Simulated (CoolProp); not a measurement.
The fluid at 298.15 K and 0.134 MPa is throttled through a valve to 0.0349 MPa with no heat exchange. The same conditions are run with several fluids, on thermodynamics alone (safety and materials aside).

Values from CoolProp's reference Helmholtz-energy equation of state of each fluid (propyne: Polt 1992; R407C: Lemmon 2003; R410A: Lemmon 2003; c-C4F8 (RC318): Platzer 1990; methane: Setzmann 1991). The equations of Platzer and Polt are older, rougher fits. Blends and air are pseudo-pure fits.

```json
[
 {"fluid": "propyne", "temperature change (K)": "-2.3", "final density (kg/m³)": "0.572"},
 {"fluid": "R407C", "temperature change (K)": "-2.1", "final density (kg/m³)": "1.23"},
 {"fluid": "R410A", "temperature change (K)": "-2.0", "final density (kg/m³)": "1.03"},
 {"fluid": "c-C4F8 (RC318)", "temperature change (K)": "-1.6", "final density (kg/m³)": "2.86"},
 {"fluid": "methane", "temperature change (K)": "-0.4", "final density (kg/m³)": "0.226"}
]
```
